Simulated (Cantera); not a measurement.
Charge: 1 mol FeS2, 3 mol SO2, 0.27 mol CO2, at 850 K and 0.590 bar.

Equilibrium computed with Cantera from the NASA thermochemical tables; the gas is ideal and each condensed phase is pure. Candidate condensed phases: C, Fe, Fe(CO)5, FeO, FeS, FeSO4, FeS2, Fe2O3, Fe2(SO4)3, Fe3O4, S; 25 gas species. Gases not in the tables: S3 to S7. Kinetics and transport are ignored.

Base state: SO2 0.911, CO2 0.0823, S2 0.00589, S2O 0.00113, COS 1.13e-5 (mole fractions); condensed: FeS2(s) + Fe3O4(s).

**Question.** What changes in the equilibrium state with this change: temperature from 850 K to 1250 K?

**Answer.** 
```tsv
species	before	after
SO2	0.911	0.793
S2	0.00589	0.126
CO2	0.0823	0.0703
SO	1.50e-6	0.000742
CO	6.55e-6	0.00128
COS	1.13e-5	0.000174
S2O	0.00113	0.00875
FeS2(s), mol	0.983	0
Fe3O4(s), mol	0.00553	0
FeS(s), mol	0	1.00
```
FeS: taken at fixed stoichiometry.

**Question.** What changes in the equilibrium state with this change: temperature from 850 K to 725 K?

**Answer.** 
```json
[
 {"species": "SO2", "before": "0.911", "after": "0.917"},
 {"species": "CO2", "before": "0.0823", "after": "0.0826"},
 {"species": "S2", "before": "0.00589", "after": "0.000252"},
 {"species": "S2O", "before": "0.00113", "after": "0.000117"},
 {"species": "COS", "before": "1.13e-5", "after": "8.15e-7"},
 {"species": "FeS2(s), mol", "before": "0.983", "after": "0.999"},
 {"species": "Fe3O4(s), mol", "before": "0.00553", "after": "0.000279"}
]
```
